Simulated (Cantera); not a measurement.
Input: 1 mol c-C₄F₈, 0.14 mol H₂, held at 2498 K and 77.0 Pa.

Equilibrium computed with Cantera from the NASA thermochemical tables; the gas is ideal and each condensed phase is pure. Candidate condensed phases: C, C₆H₆, C₇H₈, C₈H₁₈; 95 gas species. The feed counts by its element totals alone. Kinetics and transport are ignored.

Base state: F 0.867, CF₂ 0.0667, HF 0.0372, CF 0.0281, C₃ 0.000626, C 0.000210, CF₃ 0.000126, H 7.20e-5 (mole fractions); condensed: C(graphite).

**Question.** What changes in the equilibrium state with this change: pressure from 77.0 Pa to 10000 Pa?

**Answer.** 
```tsv
species	before	after
CF₂	0.0667	0.455
CF₄	3.92e-5	0.237
F	0.867	0.199
CF₃	0.000126	0.0256
CF	0.0281	0.00645
HF	0.0372	0.0776
C₂F₄	6.43e-9	3.88e-5
C₃	0.000626	4.82e-6
C₂	5.76e-5	4.44e-7
C	0.000210	1.62e-6
H	7.20e-5	5.04e-6
C(graphite), mol	3.27	1.39
```
The tables' values for C₂F₄ are old estimates; treat these amounts as uncertain. Gases not in the tables: C₂F₆ and larger saturated fluorocarbons.

**Question.** What changes in the equilibrium state with this change: pressure from 77.0 Pa to 44000 Pa?

**Answer.** 
| species | before | after |
|---|---|---|
| CF₄ | 3.92e-5 | 0.481 |
| CF₂ | 0.0667 | 0.309 |
| HF | 0.0372 | 0.0985 |
| F | 0.867 | 0.0781 |
| CF₃ | 0.000126 | 0.0301 |
| CF | 0.0281 | 0.00253 |
| C₂F₄ | 6.43e-9 | 7.89e-5 |
| C₃ | 0.000626 | 1.10e-6 |
| C | 0.000210 | 3.68e-7 |
| C₂ | 5.76e-5 | 1.01e-7 |
| C(graphite), mol | 3.27 | 1.66 |
The tables' values for C₂F₄ are old estimates; treat these amounts as uncertain. Gases not in the tables: C₂F₆ and larger saturated fluorocarbons.

**Question.** What changes in the equilibrium state with this change: H₂ from 0.14 to 2.1 mol?

**Answer.** 
```tsv
species	before	after
HF	0.0372	0.530
F	0.867	0.436
CF₂	0.0667	0.0169
CF	0.0281	0.0141
H	7.20e-5	0.00204
CF₄	3.92e-5	2.50e-6
CF₃	0.000126	1.60e-5
C	0.000210	0.000210
C(graphite), mol	3.27	3.74
```
